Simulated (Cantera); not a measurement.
An isothermal, constant-pressure homogeneous reactor starts with N2O : H2O = 1 : 0.0069 (molar parts), at 1398 K and 10.00 Torr.

Detailed kinetics in Cantera: GRI-Mech 3.0 (53 species, 325 reactions). GRI-Mech 3.0 was tuned for natural gas; its chemistry of N2O as a main component is partial and can be far from experiment. Radical loss at walls, strong at low pressure, is not modelled. The mechanism lacks the step 2 NO + O2 → 2 NO2, which can matter for NO2 below about 1400 K. The temperature is held fixed by assumption; the heat of reaction is taken as removed at once.

x: mole fraction; the columns are a selection and need not sum to one.

| t (s) | x N2O | x H2O | x H2 | x O | x H | x H2O2 | x NO |
|---|---|---|---|---|---|---|---|
| 6.00e-6 | 0.993 | 0.00685 | <1e-12 | 6.21e-7 | <1e-12 | <1e-12 | 2.99e-9 |
| 2.00e-5 | 0.993 | 0.00685 | <1e-12 | 2.01e-6 | <1e-12 | <1e-12 | 3.25e-8 |
| 6.65e-5 | 0.993 | 0.00685 | <1e-12 | 6.10e-6 | 1.46e-12 | <1e-12 | 3.37e-7 |
| 0.000221 | 0.993 | 0.00685 | <1e-12 | 1.52e-5 | 5.32e-11 | <1e-12 | 3.08e-6 |
| 0.000736 | 0.993 | 0.00685 | 1.70e-11 | 2.43e-5 | 6.57e-10 | 4.33e-12 | (withheld) |
| 0.00245 | 0.992 | 0.00685 | 7.18e-10 | 2.56e-5 | 3.04e-9 | 2.40e-10 | 8.95e-5 |
| 0.00815 | 0.991 | 0.00684 | (withheld) | 2.54e-5 | (withheld) | (withheld) | (withheld) |
| 0.0271 | 0.985 | 0.00681 | 7.48e-8 | 2.53e-5 | 2.13e-8 | 3.58e-8 | 0.00105 |
| 0.0903 | 0.965 | 0.00677 | 1.40e-7 | 2.49e-5 | 2.67e-8 | 1.40e-8 | 0.00338 |
| 0.300 | 0.904 | 0.00662 | 1.03e-7 | 2.43e-5 | 2.96e-8 | 3.69e-9 | 0.0107 |
| 1.00 | 0.735 | 0.00623 | 8.77e-8 | 2.39e-5 | 3.52e-8 | 7.83e-10 | 0.0313 |

Task: What belongs in the gaps?

Result: 
- 0.000736, x NO: 2.05e-5
- 0.00815, x H2: 1.34e-8
- 0.00815, x H: 9.93e-9
- 0.00815, x H2O2: 1.06e-8
- 0.00815, x NO: 0.000319
